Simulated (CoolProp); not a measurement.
Vapour-liquid equilibrium of CH2F2 (R32) (1) + propylene (2) at 738 kPa; x and y are mole fractions of (1).

Model: multi-fluid Helmholtz-energy mixture model, Tillner-Roth 1997 and Lemmon 2013; pair parameters Bell 2016, in CoolProp.

| x | bubble temperature, mixture model (K) | bubble temperature, Raoult's law (K) | y, mixture model | y, Raoult's law |
|---|---|---|---|---|
| 0.05 | 276.5 | 280.5 | 0.149 | 0.069 |
| 0.125 | 271.6 | 279.5 | 0.299 | 0.168 |
| 0.2 | 268.5 | 278.5 | 0.395 | 0.260 |
| 0.275 | 266.5 | 277.5 | 0.461 | 0.348 |
| 0.35 | 265.2 | 276.6 | 0.510 | 0.430 |
| 0.425 | 264.4 | 275.8 | 0.547 | 0.509 |
| 0.5 | 263.9 | 274.9 | 0.579 | 0.583 |
| 0.575 | 263.7 | 274.1 | 0.609 | 0.654 |
| 0.65 | 263.6 | 273.4 | 0.639 | 0.721 |
| 0.725 | 263.8 | 272.6 | 0.673 | 0.786 |
| 0.8 | 264.3 | 271.9 | 0.718 | 0.847 |
| 0.875 | 265.4 | 271.2 | 0.783 | 0.907 |
| 0.95 | 267.7 | 270.6 | 0.889 | 0.963 |

The largest gap from Raoult's law is -11.4 K in bubble temperature, at x = 0.35. y crosses x between x = 0.575 and 0.65: the model has an azeotrope there.

Pair parameters are fitted to limited data, so mixtures are less certain than the pure fluids.
